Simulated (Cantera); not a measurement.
An adiabatic, constant-pressure homogeneous reactor starts with H2 : O2 : N2 = 1 : 0.562 : 2.11 (molar parts), equivalence ratio 0.89, at 1423 K and 100000 Pa.

Cantera simulation using the H2/O2 subset of GRI-Mech 3.0, which has no nitrogen chemistry; the numbers are that mechanism's predictions, not measurements.

Question: Predict: time of steepest temperature rise; temperature at 0.300 s; equilibrium temperature; x(H2) at 0.300 s; x(O2) at 0.300 s; x(H2O2) at 0.300 s; x(HO2) at 0.300 s; x(OH) at 0.300 s; x(H) at 0.300 s.

Answer: 
| Property | Result |
|---|---|
| time of steepest temperature rise | 17.1 µs |
| temperature at 0.300 s | 2802 K |
| equilibrium temperature | 2802 K |
| x(H2) at 0.300 s | 0.0332 (gas-phase equilibrium 0.0332) |
| x(O2) at 0.300 s | 0.0268 (gas-phase equilibrium 0.0268) |
| x(H2O2) at 0.300 s | 5.07e-7 (gas-phase equilibrium 5.07e-7) |
| x(HO2) at 0.300 s | 9.64e-6 (gas-phase equilibrium 9.64e-6) |
| x(OH) at 0.300 s | 0.0315 (gas-phase equilibrium 0.0315) |
| x(H) at 0.300 s | 0.0151 (gas-phase equilibrium 0.0151) |
